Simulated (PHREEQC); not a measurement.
A solution holds 0.0045 mol CuCl2 and 0.0014 mol HCl per kg of water, at 25 °C. Closed to the air; pH follows from the charge balance.

Equilibrium calculation in PHREEQC: ion-association model, wateq4f.dat.

Each row changes one thing in this solution. Precipitation was switched off in this run.

```tsv
case	pH	ionic strength (mol/kgw)	CuCl+ (mol/kgw)	CuCl2 (mol/kgw)	CuOH+ (mol/kgw)	SI of Tenorite (CuO)	SI of Cu(OH)2 (Cu(OH)2)
as made	2.90	0.0147	7.74e-5	3.34e-7	2.50e-8	-4.38	-5.40
0.00025 mol/kgw KH2PO4 added	2.91	0.0150	…	3.32e-7	2.56e-8	-4.35	-5.37
HCl from 0.0014 to 0.014 mol/kgw	1.91	0.0272	0.000149	…	…	-6.41	-7.44
temperature from 25 to 70 °C	2.90	0.0140	0.000449	2.80e-6	2.26e-8	-2.96	-3.98
diluted 2-fold with water	3.19	0.00741	2.20e-5	5.08e-8	…	-4.04	-5.06
```

What belongs in the gaps?


- 0.00025 mol/kgw KH2PO4 added, CuCl+ (mol/kgw): 7.72e-5
- HCl from 0.0014 to 0.014 mol/kgw, CuCl2 (mol/kgw): 1.31e-6
- HCl from 0.0014 to 0.014 mol/kgw, CuOH+ (mol/kgw): 2.31e-9
- diluted 2-fold with water, CuOH+ (mol/kgw): 2.67e-8

Complexes and solids missing from the database can't appear. H3PO4, which wateq4f.dat lacks, is added to it with the constant of phreeqc.dat. At this temperature some constants are extrapolated from 25 °C, and those without enthalpy data are left unchanged. The database has no phosphate complexes of Cu.
